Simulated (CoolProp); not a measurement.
CF4 (R14) along the isobar 3.97 MPa: density (kg/m³) from the reference equation and from simpler models built on Tc = 227.4 K, pc = 3.762 MPa, ω = 0.178; each cubic takes its own stable root.

Model: reference Helmholtz-energy equation of state, Platzer 1990, in CoolProp. This equation is an older, rougher fit; its heat capacities, sound speeds and derivatives of the liquid may be far off and weren't checked against measurements.

```csv
T (K),phase,reference,van der Waals,Redlich-Kwong,Soave-Redlich-Kwong
125.9,liquid,1712,1133,1661,1682
143.5,liquid,1626,1083,1571,1600
161.2,liquid,1532,1027,1468,1502
178.8,liquid,1430,962.1,1349,1385
196.5,liquid,1309,882.7,1203,1237
214.2,liquid,1144,772.8,1004,1029
231.8,supercritical,394.3,393.7,394.0,381.1
249.5,supercritical,247.8,253.5,253.1,245.8
267.1,supercritical,204.7,211.4,209.2,202.9
284.8,supercritical,179.0,185.4,182.7,177.1
302.4,supercritical,160.9,166.8,164.1,159.0
```
